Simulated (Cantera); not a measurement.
# Adiabatic ignition

An adiabatic, constant-pressure homogeneous reactor starts with CH₄ : CO : O₂ : N₂ = 1 : 0.95 : 3.44 : 12.9 (molar parts), equivalence ratio 0.72, at 1000 K and 1.50 bar.

Computed with Cantera and GRI-Mech 3.0 (53 species, 325 reactions).

```json
[
 {"t (s)": "4.00e-6", "T (K)": "1000", "x CH₄": "0.0547", "x CO": "0.0519", "x O₂": "0.188", "x CH₂": "<1e-12", "x HCN": "<1e-12", "x HO₂": "3.04e-11", "x NO": "<1e-12"},
 {"t (s)": "1.73e-5", "T (K)": "1000", "x CH₄": "0.0547", "x CO": "0.0519", "x O₂": "0.188", "x CH₂": "<1e-12", "x HCN": "<1e-12", "x HO₂": "1.40e-10", "x NO": "<1e-12"},
 {"t (s)": "7.46e-5", "T (K)": "1000", "x CH₄": "0.0547", "x CO": "0.0519", "x O₂": "0.188", "x CH₂": "<1e-12", "x HCN": "<1e-12", "x HO₂": "6.08e-10", "x NO": "<1e-12"},
 {"t (s)": "0.000322", "T (K)": "1000", "x CH₄": "0.0547", "x CO": "0.0519", "x O₂": "0.188", "x CH₂": "<1e-12", "x HCN": "<1e-12", "x HO₂": "2.40e-9", "x NO": "<1e-12"},
 {"t (s)": "0.00139", "T (K)": "1000", "x CH₄": "0.0547", "x CO": "0.0519", "x O₂": "0.188", "x CH₂": "<1e-12", "x HCN": "<1e-12", "x HO₂": "7.50e-9", "x NO": "<1e-12"},
 {"t (s)": "0.00600", "T (K)": "1000", "x CH₄": "0.0547", "x CO": "0.0519", "x O₂": "0.188", "x CH₂": "<1e-12", "x HCN": "<1e-12", "x HO₂": "1.79e-8", "x NO": "<1e-12"},
 {"t (s)": "0.0259", "T (K)": "1000", "x CH₄": "0.0547", "x CO": "0.0519", "x O₂": "0.188", "x CH₂": "<1e-12", "x HCN": "<1e-12", "x HO₂": "3.35e-8", "x NO": "<1e-12"},
 {"t (s)": "0.112", "T (K)": "1000", "x CH₄": "0.0546", "x CO": "0.0519", "x O₂": "0.188", "x CH₂": "<1e-12", "x HCN": "<1e-12", "x HO₂": "6.58e-8", "x NO": "<1e-12"},
 {"t (s)": "0.483", "T (K)": "1003", "x CH₄": "0.0544", "x CO": "0.0519", "x O₂": "0.188", "x CH₂": "<1e-12", "x HCN": "<1e-12", "x HO₂": "3.09e-7", "x NO": "<1e-12"},
 {"t (s)": "2.08", "T (K)": "2398", "x CH₄": "<1e-12", "x CO": "0.00768", "x O₂": "0.0514", "x CH₂": "<1e-12", "x HCN": "9.79e-12", "x HO₂": "4.31e-6", "x NO": "0.00902"},
 {"t (s)": "9.00", "T (K)": "2398", "x CH₄": "<1e-12", "x CO": "0.00768", "x O₂": "0.0514", "x CH₂": "<1e-12", "x HCN": "9.79e-12", "x HO₂": "4.31e-6", "x NO": "0.00902"}
]
```
x: mole fraction; the columns are a selection and need not sum to one.

```
Property                                                             Value
---------------------------------  ---------------------------------------
time of steepest temperature rise                                   1.03 s
temperature at 9.00 s                                               2398 K
equilibrium temperature                                             2398 K
x(CH₄) at 9.00 s                     <1e-12 (gas-phase equilibrium <1e-12)
x(CO) at 9.00 s                    0.00768 (gas-phase equilibrium 0.00768)
x(O₂) at 9.00 s                      0.0514 (gas-phase equilibrium 0.0514)
```
